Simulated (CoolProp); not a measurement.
Saturated liquid density (kg/m³) of ammonia: the reference equation beside estimates from Tc = 132.4 °C, pc = 11360 kPa, ω = 0.256.

Model: reference Helmholtz-energy equation of state, Gao 2020, in CoolProp.

```
T (°C)   reference  van der Waals  Redlich-Kwong  Soave-Redlich-Kwong  Peng-Robinson
------  ----------  -------------  -------------  -------------------  -------------
-59.95       713.4          370.8          549.6                562.4          633.1
-40.85  (withheld)          360.2          531.8                546.6          616.3
-21.75       667.2          348.9          512.4                529.1          597.5
-2.65        642.2          336.7          491.1                509.4     (withheld)
16.45        615.6          323.5          467.7                487.3          552.0
35.45        586.9          309.1          441.9                462.4          524.4
54.55        555.1          292.9          412.8                433.4          491.9
73.65        519.0          274.4          379.5                399.4          453.2
92.75   (withheld)          252.5     (withheld)                358.0          405.4
```

### Question
Some entries are withheld; supply them.

### Answer

- -40.85, reference: 690.8
- -2.65, Peng-Robinson: 576.2
- 92.75, reference: 476.1
- 92.75, Redlich-Kwong: 340.2

Absolute difference from the reference over all 9 rows, mean and median: van der Waals 47.5 and 47.4 %, Redlich-Kwong 24.7 and 24.0 %, Soave-Redlich-Kwong 21.7 and 21.2 %, Peng-Robinson 11.4 and 10.8 %.
